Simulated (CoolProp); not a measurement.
A single-stage vapour-compression cycle with the fluid: evaporating at 299.15 K (dew point), condensing at 333.15 K (bubble point), superheat 0 K, subcooling 0 K, compressor efficiency 0.7, no pressure losses. The same conditions are run with several fluids, on thermodynamics alone (safety and materials aside).

Computed with CoolProp (reference Helmholtz-energy equation of state of each fluid (R21: Platzer 1990; hydrogen sulfide: Lemmon 2006; R404A: Lemmon 2003; R115: Lemmon 2016; R113: Marx 1992; chloromethane (R40): Thol 2014)). The equations of Platzer and Polt are older, rougher fits. Blends and air are pseudo-pure fits.

Question: Rank R21, hydrogen sulfide, R404A, R115, R113, chloromethane (R40) by cooling COP, highest first.

Answer: R21 (5.50), R113 (5.38), chloromethane (R40) (5.34), hydrogen sulfide (4.81), R115 (3.88), R404A (3.77)

```
fluid                pressure ratio  discharge temperature (K)  refrigerating effect (kJ/kg)  volumetric capacity (kJ/m³)
-------------------  --------------  -------------------------  ----------------------------  ---------------------------
R21                            2.77                      360.8                           193                         1590
hydrogen sulfide               2.11                      377.7                           331                        11500
R404A                          2.26                      342.9                          79.8                         5360
R115                           2.22                      334.7                          52.4                         3820
R113                           3.22                      334.7                           119                          429
chloromethane (R40)            2.40                      373.7                           315                         4280
```
